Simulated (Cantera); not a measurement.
**Premixed flame**

A freely propagating, adiabatic, planar premixed flame of H2 : O2 : N2 = 1 : 0.333 : 1.33 (molar parts), unburnt at 550 K and 0.230 bar; mixture-averaged transport, grid criteria slope 0.08 and curve 0.16, no radiation.

Computed with Cantera and the H2/O2 subset of GRI-Mech 3.0, which has no nitrogen chemistry. Burning velocities carry a grid error of a few per cent, more on coarse grids.

| z (mm) | T (K) | u (m/s) | x H2 | x O2 | x H2O2 | x HO2 | x O | x OH |
|---|---|---|---|---|---|---|---|---|
| -9.00 | 550 | 6.16 | 0.376 | 0.125 | <1e-8 | <1e-8 | <1e-8 | <1e-8 |
| -6.00 | 550 | 6.16 | 0.376 | 0.125 | <1e-8 | <1e-8 | <1e-8 | <1e-8 |
| -4.50 | 550 | 6.16 | 0.376 | 0.125 | <1e-8 | <1e-8 | <1e-8 | <1e-8 |
| -3.00 | 550 | 6.16 | 0.376 | 0.125 | <1e-8 | 2.99e-7 | <1e-8 | <1e-8 |
| -1.50 | 560 | 6.26 | 0.374 | 0.125 | 1.13e-6 | 8.59e-5 | 7.51e-6 | 3.75e-5 |
| -0.750 | 714 | 7.88 | 0.349 | 0.121 | 2.32e-6 | 5.43e-5 | 0.000222 | 0.000405 |
| 0 | 1124 | 12.0 | 0.216 | 0.0751 | 6.96e-7 | 2.00e-5 | 0.00546 | 0.00259 |
| 0.750 | 1400 | 14.8 | 0.111 | 0.0157 | 6.74e-7 | 4.00e-6 | 0.00758 | 0.00596 |
| 1.50 | 1509 | 15.9 | 0.103 | 0.00789 | 5.50e-7 | 1.83e-6 | 0.00679 | 0.00737 |
| 3.00 | 1631 | 17.0 | 0.108 | 0.00626 | 3.78e-7 | 1.29e-6 | 0.00617 | 0.00880 |
| 6.00 | 1768 | 18.3 | 0.115 | 0.00492 | 2.16e-7 | 9.02e-7 | 0.00515 | 0.00996 |
| 12.0 | 1913 | 19.5 | 0.121 | 0.00348 | 1.11e-7 | 5.95e-7 | 0.00380 | 0.0104 |
| 24.0 | 2049 | 20.7 | 0.126 | 0.00218 | 5.83e-8 | 3.78e-7 | 0.00245 | 0.00982 |
x: mole fraction of selected species; z is measured from the peak of heat release.

```yaml
laminar_burning_velocity: 616 cm/s
thermal_thickness: 3.00 mm
peak x(H2O2): 2.82e-6
peak x(HO2): 8.92e-5
peak x(O): 0.00799
peak x(OH): 0.0104
```
